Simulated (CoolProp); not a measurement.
Properties of R1123 at several states.

Values from CoolProp's reference Helmholtz-energy equation of state, Akasaka 2020.

```tsv
T (K)	p (kPa)	phase	Z	cp (kJ/(kg K))	cv (kJ/(kg K))
410.6	20000	supercritical	0.6755	1.589	0.9720
313.7	3950	liquid	0.1355	1.971	0.9021
388.6	212	gas	0.9906	0.9882	0.8817
226.4	54.5	gas	0.9848	0.7143	0.6052
372.2	234	gas	0.9878	0.9674	0.8596
286.8	92	gas	0.9884	0.8319	0.7250
```
